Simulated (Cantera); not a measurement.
Feed: 1 mol PbO, 1.6 mol CO, 13 mol H2, held at 500 °C and 44.0 Pa.

Cantera equilibrium calculation (NASA polynomials, part measured and part estimated; ideal gas, pure solids and liquids). Candidate condensed phases: C, C6H6, C7H8, C8H18, H2O, Pb, PbO, PbO2, Pb3O4; 113 gas species. Rates play no part.

Base state: H2 0.845, CO 0.0861, H2O 0.0450, CO2 0.0235, Pb 5.25e-5, CH4 2.26e-5 (mole fractions); condensed: Pb(l).

### Question
What changes in the equilibrium state with this change: PbO replaced by Fe(CO)5?

### Answer
```csv
species,before,after
H2,0.845,0.668
CO,0.0861,0.316
CO2,0.0235,0.0107
H2O,0.0450,0.00443
Pb,5.25e-5,0
CH4,2.26e-5,0.000416
"Pb(l), mol",0.999,0
"C(graphite), mol",0,0.285
"Fe(α), mol",0,1.00
```
Condensed phases not in the tables: cementite and carbon dissolved in iron. Further candidate phases: Fe, Fe(CO)5, FeO, Fe(OH)2, Fe(OH)3, Fe2O3, Fe3O4.
